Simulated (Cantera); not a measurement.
## Carbothermic reduction: PbO + CH₄ + CO

Feed: 1 mol PbO, 0.77 mol CH₄, 0.11 mol CO, equilibrated at 37.0 Pa.

Cantera equilibrium calculation (NASA polynomials, part measured and part estimated; ideal gas, pure solids and liquids). Candidate condensed phases: C, C₆H₆, C₇H₈, C₈H₁₈, H₂O, Pb, PbO, PbO₂, Pb₃O₄; 113 gas species. The numbers say what is thermodynamically allowed, not how fast it happens.

From 1648 K to 2548 K nothing is condensed. The main Pb-bearing gas is Pb throughout.

| T (K) | x H | x H₂ | x Pb | x CO | x H₂O | x O | x CO₂ |
|---|---|---|---|---|---|---|---|
| 1648 | 0.00290 | 0.392 | 0.292 | 0.246 | 0.0561 | 1.12e-7 | 0.0110 |
| 1748 | 0.00740 | 0.388 | 0.291 | 0.246 | 0.0569 | 9.50e-7 | 0.01000 |
| 1848 | 0.0170 | 0.381 | 0.290 | 0.246 | 0.0572 | 6.40e-6 | 0.00921 |
| 1948 | 0.0356 | 0.367 | 0.287 | 0.244 | 0.0567 | 3.57e-5 | 0.00859 |
| 2048 | 0.0683 | 0.345 | 0.282 | 0.240 | 0.0552 | 0.000171 | 0.00809 |
| 2148 | 0.120 | 0.309 | 0.274 | 0.234 | 0.0517 | 0.000712 | 0.00765 |
| 2248 | 0.195 | 0.260 | 0.262 | 0.224 | 0.0448 | 0.00260 | 0.00710 |
| 2348 | 0.287 | 0.200 | 0.246 | 0.211 | 0.0330 | 0.00792 | 0.00607 |
| 2448 | 0.384 | 0.138 | 0.229 | 0.197 | 0.0180 | 0.0181 | 0.00427 |
| 2548 | 0.468 | 0.0846 | 0.214 | 0.186 | 0.00678 | 0.0296 | 0.00235 |
x: gas mole fraction; nothing condenses.
